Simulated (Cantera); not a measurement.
A perfectly stirred reactor is fed with H2 : O2 : N2 = 0.7 : 1 : 1.4 (molar parts), equivalence ratio 0.35, at 82.5 Torr; it is held at 1398 K, and followed from long to short residence time.

Cantera simulation using the H2/O2 subset of GRI-Mech 3.0, which has no nitrogen chemistry; the numbers are that mechanism's predictions, not measurements. The temperature is held fixed by assumption; the heat of reaction is taken as removed at once.

### Question
What does this change do: pressure from 82.5 Torr to 1.00 bar?

### Answer
```
quantity                  before    after
----------------------  --------  -------
x(H2) at τ = 0.400 s    0.000391  7.79e-5
x(O2) at τ = 0.400 s       0.236    0.236
x(H2O) at τ = 0.400 s      0.253    0.254
x(H2O2) at τ = 0.400 s   3.16e-7  3.29e-7
x(HO2) at τ = 0.400 s    4.90e-6  3.77e-6
x(H2) at τ = 4.40 ms     0.00690  0.00150
x(O2) at τ = 4.40 ms       0.231    0.236
x(H2O) at τ = 4.40 ms      0.235    0.252
x(H2O2) at τ = 4.40 ms   1.21e-6  2.34e-6
x(HO2) at τ = 4.40 ms    1.97e-5  5.18e-5
```
